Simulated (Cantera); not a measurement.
Adiabatic ignition

An adiabatic, constant-pressure homogeneous reactor starts with 9.13 % CH4, 1.74 % C2H6, 18.7 % O2, 70.4 % N2, equivalence ratio 1.3, at 1425 K and 2.10 bar.

Cantera simulation using GRI-Mech 3.0 (53 species, 325 reactions); the numbers are that mechanism's predictions, not measurements.

```tsv
t (s)	T (K)	x CH4	x C2H6	x O2	x C2H	x HO2	x O
8.00e-6	1425	0.0913	0.0173	0.187	<1e-12	3.63e-6	4.90e-8
3.04e-5	1424	0.0912	0.0171	0.187	<1e-12	3.95e-5	3.31e-7
0.000115	1443	0.0865	0.0138	0.182	3.05e-11	0.000190	2.67e-6
0.000438	2781	<1e-12	<1e-12	0.00341	<1e-12	1.95e-6	0.00210
0.00167	2776	<1e-12	<1e-12	0.00299	<1e-12	1.73e-6	0.00188
0.00632	2774	<1e-12	<1e-12	0.00292	<1e-12	1.70e-6	0.00184
0.0240	2774	<1e-12	<1e-12	0.00292	<1e-12	1.70e-6	0.00184
0.0912	2774	<1e-12	<1e-12	0.00292	<1e-12	1.70e-6	0.00184
0.347	2774	<1e-12	<1e-12	0.00292	<1e-12	1.70e-6	0.00184
1.32	2774	<1e-12	<1e-12	0.00292	<1e-12	1.70e-6	0.00184
5.00	2774	<1e-12	<1e-12	0.00292	<1e-12	1.70e-6	0.00184
```
x: mole fraction; the columns are a selection and need not sum to one.

```json
{
 "time_of_steepest_temperature_rise": "0.210 ms",
 "temperature at 5.00 s": "2774 K",
 "equilibrium_temperature": "2774 K",
 "x(CH4) at 5.00 s": "<1e-12 (gas-phase equilibrium <1e-12)",
 "x(C2H6) at 5.00 s": "<1e-12 (gas-phase equilibrium <1e-12)",
 "x(O2) at 5.00 s": "0.00292 (gas-phase equilibrium 0.00292)"
}
```
